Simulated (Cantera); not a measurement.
## Thermodynamics of titanium nitride, carbide and oxide coatings, feed Ti(OiPr)4 + H2

Feed: 1 mol Ti(OiPr)4, 29 mol H2, equilibrated at 2.78 Torr.

Cantera equilibrium calculation (NASA polynomials, part measured and part estimated; ideal gas, pure solids and liquids). Candidate condensed phases: C, C6H6, C7H8, C8H18, H2O, Ti, TiC, TiO, TiO2, Ti2O3, Ti3O5, Ti4O7; 113 gas species. The feed counts by its element totals alone. TiC: taken at fixed stoichiometry. Condensed phases not in the tables: Magnéli phases beyond Ti4O7. Kinetics and transport are ignored.

At 1000 K the condensed part is C(graphite) + Ti4O7(s). At 1100 K the condensed part is C(graphite) + Ti3O5(s). From 1200 K to 2200 K the condensed part is C(graphite) + TiC(s).

```json
[
 {"T (K)": "1000", "log p H2": "-2.45", "log p CO": "-3.74", "log p H": "-9.87", "log p C2H2 (acetylene)": "-11.40", "log p CH4": "-5.93", "log p H2O": "-6.59", "log p C2H": "<-14", "log p Ti": "<-14", "n C(graphite)": "9.74", "n Ti4O7(s)": "0.250", "n Ti3O5(s)": "0", "n TiC(s)": "0"},
 {"T (K)": "1100", "log p H2": "-2.45", "log p CO": "-3.72", "log p H": "-8.81", "log p C2H2 (acetylene)": "-10.33", "log p CH4": "-6.35", "log p H2O": "-7.22", "log p C2H": "<-14", "log p Ti": "<-14", "n C(graphite)": "9.66", "n Ti4O7(s)": "0", "n Ti3O5(s)": "0.333", "n TiC(s)": "0"},
 {"T (K)": "1200", "log p H2": "-2.47", "log p CO": "-3.50", "log p H": "-7.94", "log p C2H2 (acetylene)": "-9.46", "log p CH4": "-6.74", "log p H2O": "-7.56", "log p C2H": "<-14", "log p Ti": "<-14", "n C(graphite)": "7.00", "n Ti4O7(s)": "0", "n Ti3O5(s)": "0", "n TiC(s)": "1.00"},
 {"T (K)": "1300", "log p H2": "-2.47", "log p CO": "-3.50", "log p H": "-7.19", "log p C2H2 (acetylene)": "-8.71", "log p CH4": "-7.05", "log p H2O": "-8.01", "log p C2H": "<-14", "log p Ti": "<-14", "n C(graphite)": "7.00", "n Ti4O7(s)": "0", "n Ti3O5(s)": "0", "n TiC(s)": "1.00"},
 {"T (K)": "1400", "log p H2": "-2.47", "log p CO": "-3.50", "log p H": "-6.55", "log p C2H2 (acetylene)": "-8.07", "log p CH4": "-7.31", "log p H2O": "-8.40", "log p C2H": "<-14", "log p Ti": "<-14", "n C(graphite)": "7.00", "n Ti4O7(s)": "0", "n Ti3O5(s)": "0", "n TiC(s)": "1.00"},
 {"T (K)": "1500", "log p H2": "-2.47", "log p CO": "-3.50", "log p H": "-5.99", "log p C2H2 (acetylene)": "-7.52", "log p CH4": "-7.53", "log p H2O": "-8.74", "log p C2H": "-13.76", "log p Ti": "<-14", "n C(graphite)": "7.00", "n Ti4O7(s)": "0", "n Ti3O5(s)": "0", "n TiC(s)": "1.00"},
 {"T (K)": "1600", "log p H2": "-2.47", "log p CO": "-3.50", "log p H": "-5.50", "log p C2H2 (acetylene)": "-7.03", "log p CH4": "-7.73", "log p H2O": "-9.03", "log p C2H": "-12.53", "log p Ti": "-13.33", "n C(graphite)": "7.00", "n Ti4O7(s)": "0", "n Ti3O5(s)": "0", "n TiC(s)": "1.00"},
 {"T (K)": "1700", "log p H2": "-2.47", "log p CO": "-3.50", "log p H": "-5.07", "log p C2H2 (acetylene)": "-6.61", "log p CH4": "-7.90", "log p H2O": "-9.29", "log p C2H": "-11.45", "log p Ti": "-12.09", "n C(graphite)": "6.99", "n Ti4O7(s)": "0", "n Ti3O5(s)": "0", "n TiC(s)": "1.00"},
 {"T (K)": "1800", "log p H2": "-2.47", "log p CO": "-3.50", "log p H": "-4.68", "log p C2H2 (acetylene)": "-6.23", "log p CH4": "-8.06", "log p H2O": "-9.52", "log p C2H": "-10.50", "log p Ti": "-10.99", "n C(graphite)": "6.98", "n Ti4O7(s)": "0", "n Ti3O5(s)": "0", "n TiC(s)": "1.00"},
 {"T (K)": "1900", "log p H2": "-2.48", "log p CO": "-3.50", "log p H": "-4.34", "log p C2H2 (acetylene)": "-5.89", "log p CH4": "-8.20", "log p H2O": "-9.73", "log p C2H": "-9.64", "log p Ti": "-10.00", "n C(graphite)": "6.97", "n Ti4O7(s)": "0", "n Ti3O5(s)": "0", "n TiC(s)": "1.000"},
 {"T (K)": "2000", "log p H2": "-2.48", "log p CO": "-3.51", "log p H": "-4.03", "log p C2H2 (acetylene)": "-5.60", "log p CH4": "-8.34", "log p H2O": "-9.92", "log p C2H": "-8.87", "log p Ti": "-9.12", "n C(graphite)": "6.93", "n Ti4O7(s)": "0", "n Ti3O5(s)": "0", "n TiC(s)": "1.000"},
 {"T (K)": "2100", "log p H2": "-2.49", "log p CO": "-3.51", "log p H": "-3.75", "log p C2H2 (acetylene)": "-5.33", "log p CH4": "-8.47", "log p H2O": "-10.10", "log p C2H": "-8.18", "log p Ti": "-8.32", "n C(graphite)": "6.88", "n Ti4O7(s)": "0", "n Ti3O5(s)": "0", "n TiC(s)": "1.000"},
 {"T (K)": "2200", "log p H2": "-2.51", "log p CO": "-3.52", "log p H": "-3.51", "log p C2H2 (acetylene)": "-5.10", "log p CH4": "-8.60", "log p H2O": "-10.28", "log p C2H": "-7.56", "log p Ti": "-7.59", "n C(graphite)": "6.79", "n Ti4O7(s)": "0", "n Ti3O5(s)": "0", "n TiC(s)": "1.000"}
]
```
log p: log10 of the partial pressure in bar; n: condensed amount in mol.
